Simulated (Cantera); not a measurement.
Input (Python, Cantera) and output of one run.

```python
import numpy as np
import cantera as ct

gas_names = """
    CL CLO CL2 N NO NO2 NO3 N2 N2O O O2 O3 Si SiCL SiCL2 SiCL3 SiCL4 SiN SiO SiO2 Si2 Si2N Si3
""".split()
cond_names = """
    Si(cr) Si(L) SiO2(Lqz) SiO2(hqz) SiO2(L) Si2N2O(s) Si3N4(a)
""".split()


# ... load() reads the species with a 1 bar reference pressure and builds the phases ...
atoms = {
    'SiCl4': {'Si': 1, 'CL': 4},
    'N2O': {'N': 2, 'O': 1},
    'N2': {'N': 2},
}
top_T = {'Si2N2O(s)': 2100, 'Si3N4(a)': 2400}  # K; cautious upper limits of use, not melting points


# ... equilibrate(T, P, feed) seeds the gas with the atoms and calls Mixture.equilibrate('TP', solver="vcs", rtol=1e-11, max_steps=5000) ...
results = []
feed = {'SiCl4': 1, 'N2O': 1.1, 'N2': 85}  # mol
P = 43000  # Pa
for T in [1100, 1200, 1300, 1400, 1500, 1600, 1700]:
    mix = equilibrate(T, P, feed)
    results.append((T, P, feed, dict(zip(mix.species_names, mix.species_moles))))

top = {s: max(r[3][s] / sum(r[3][g] for g in gas_names) for r in results) for s in gas_names}
cols = sorted((s for s in top if top[s] > 1e-06), key=lambda s: -top[s])[:7]
seen = [c for c in cond_names if any(r[3].get(c, 0) > 1e-12 for r in results)]
print("log10 of partial pressures in bar; condensed amounts in mol")
print(f"{'T/K':>10s}" + "".join(f"{s[:9]:>10s}" for s in cols + seen))
for T, P, feed, n in results:
    ng = sum(n[g] for g in gas_names)
    print(f"{T:10.4g}" + "".join(f"{np.log10(max(n[s] / ng * P / 1e5, 1e-99)):10.3f}" for s in cols)
          + "".join(f"{n.get(c, 0):10.4g}" for c in seen))
```

Output:

```
log10 of partial pressures in bar; condensed amounts in mol
       T/K        N2        CL       CL2     SiCL4     SiCL3 SiO2(hqz)   SiO2(L)
      1100    -0.374    -3.956    -2.272    -2.656    -9.420      0.55         0
      1200    -0.374    -3.467    -2.282    -2.656    -8.354      0.55         0
      1300    -0.375    -3.059    -2.305    -2.657    -7.446      0.55         0
      1400    -0.375    -2.723    -2.353    -2.657    -6.656      0.55         0
      1500    -0.376    -2.454    -2.442    -2.658    -5.950      0.55         0
      1600    -0.377    -2.254    -2.589    -2.660    -5.299      0.55         0
      1700    -0.378    -2.120    -2.806    -2.664    -4.685         0    0.5499
```

Method: chemical equilibrium by Gibbs-energy minimisation in Cantera with the NASA 1993 tables (ideal gas, pure condensed phases). The tables' values for SiCl3 are old estimates; treat these amounts as uncertain. The tables hold silica as quartz up to 1696 K and as liquid above; real silica turns to tridymite and cristobalite and melts near 1996 K.
